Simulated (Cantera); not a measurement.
# Equilibrium for abatement and gas-phase synthesis: CS2 + H2 + SO2

Input: 1 mol CS2, 2.6 mol H2, 0.36 mol SO2, held at 2548 K.

These are equilibrium values from Cantera (NASA tables, ideal gas, pure condensed phases), not measurements of a reactor. Candidate condensed phases: C, C6H6, C7H8, C8H18, H2O, H2SO4, S; 123 gas species. The ideal-gas law is rough above about 30 bar. Kinetics and transport are ignored.

```csv
P (Pa),log p H,log p H2,log p H2S,log p S,log p CO,log p S2,log p CS2,log p SH,log p CS
10,-4.24,-5.45,-9.51,-4.59,-5.04,-6.64,-8.41,-6.78,-5.45
65,-3.54,-4.05,-7.30,-3.78,-4.18,-5.02,-6.74,-5.27,-4.60
420,-2.97,-2.91,-5.45,-3.07,-3.30,-3.60,-5.16,-3.99,-3.72
2700,-2.49,-1.95,-3.94,-2.52,-2.43,-2.50,-3.78,-2.96,-2.89
17000,-2.06,-1.09,-2.62,-2.07,-1.60,-1.59,-2.57,-2.07,-2.14
110000,-1.64,-0.26,-1.38,-1.65,-0.76,-0.76,-1.48,-1.25,-1.46
720000,-1.24,0.54,-0.20,-1.27,0.07,0.01,-0.49,-0.46,-0.86
4700000,-0.86,1.30,0.92,-0.92,0.90,0.71,0.43,0.28,-0.29
30000000,-0.50,2.02,1.94,-0.61,1.72,1.32,1.29,0.94,0.27
```
log p: log10 of the partial pressure in bar; nothing condenses.

From 0.000100 bar to 300 bar nothing is condensed. The main C-bearing gas is CO throughout.
